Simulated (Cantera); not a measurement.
Input: 1 mol MgO, 0.54 mol C, 0.13 mol H2, 2.1 mol CH4, held at 0.860 bar.

These are equilibrium values from Cantera (NASA tables, ideal gas, pure condensed phases), not measurements of a reactor. Candidate condensed phases: C, C6H6, C7H8, C8H18, H2O, Mg, MgCO3, MgO, Mg(OH)2; 116 gas species. Kinetics and transport are ignored.

Problem. Which condensed phases are stable at each of these points (T (K)): 1700, 1750, 1800, 1850, 1900, 1950, 2000?

Solution. 
| T (K) | condensed phases | Mg condensed (%) |
|---|---|---|
| 1700 | C(graphite) + MgO(s) | 92.7 |
| 1750 | C(graphite) + MgO(s) | 85.9 |
| 1800 | C(graphite) + MgO(s) | 73.3 |
| 1850 | C(graphite) + MgO(s) | 49.1 |
| 1900 | C(graphite) | 0.0 |
| 1950 | C(graphite) | 0.0 |
| 2000 | C(graphite) | 0.0 |

From 1700 K to 1850 K the condensed part is C(graphite) + MgO(s). From 1900 K to 2000 K the condensed part is C(graphite).
